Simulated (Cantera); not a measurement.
An adiabatic, constant-volume homogeneous reactor starts with CH₄ : C₂H₆ : C₃H₈ : O₂ : N₂ = 1 : 0.2 : 0.53 : 4.46 : 16.5 (molar parts), at 1350 K and 120000 Pa.

Model: GRI-Mech 3.0 (53 species, 325 reactions), integrated in Cantera. GRI-Mech 3.0 was tuned for natural gas; its chemistry of propane as a main component is partial and can be far from experiment.

Task: Predict: time of steepest temperature rise; temperature at 0.100 s; equilibrium temperature; x(O₂) at 0.100 s.

Result: 
- time of steepest temperature rise = 0.377 ms
- temperature at 0.100 s = 2943 K
- equilibrium temperature = 2943 K
- x(O₂) at 0.100 s = 0.00921 (gas-phase equilibrium 0.00921)
